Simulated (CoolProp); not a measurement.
C3F8 (R218) at 423.19 K and 6.34 MPa flows at 2.8 m/s in a round tube of 25 mm bore and 1.5 µm roughness, fully developed (64/Re and Nu = 3.66 if laminar; Colebrook and Gnielinski if turbulent). Each further row changes one setting.

The numbers come from the reference Helmholtz-energy equation of state, Lemmon 2006 in CoolProp. It is a short technical equation, of lower accuracy than the large ones.

```json
[
 {"case": "as stated", "Reynolds number": "1070000", "Darcy friction factor": "0.0127", "pressure drop (Pa/m)": "1060", "heat-transfer coefficient (W/(m² K))": "2730", "mass flow (kg/h)": "?"},
 {"case": "velocity 5.6 m/s", "Reynolds number": "2150000", "Darcy friction factor": "?", "pressure drop (Pa/m)": "3980", "heat-transfer coefficient (W/(m² K))": "?", "mass flow (kg/h)": "?"},
 {"case": "diameter 50 mm", "Reynolds number": "2150000", "Darcy friction factor": "?", "pressure drop (Pa/m)": "467", "heat-transfer coefficient (W/(m² K))": "2420", "mass flow (kg/h)": "?"}
]
```

Problem. Fill in the missing entries.

Solution. 
- as stated, mass flow (kg/h): 2630
- velocity 5.6 m/s, Darcy friction factor: 0.0120
- velocity 5.6 m/s, heat-transfer coefficient (W/(m² K)): 5150
- velocity 5.6 m/s, mass flow (kg/h): 5250
- diameter 50 mm, Darcy friction factor: 0.0112
- diameter 50 mm, mass flow (kg/h): 10500

Viscosity comes from a separate model (Huber 2003), an estimate that may be off by 10 % or more. Thermal conductivity comes from a separate model (Huber 2003), an estimate that may be off by 10 % or more.
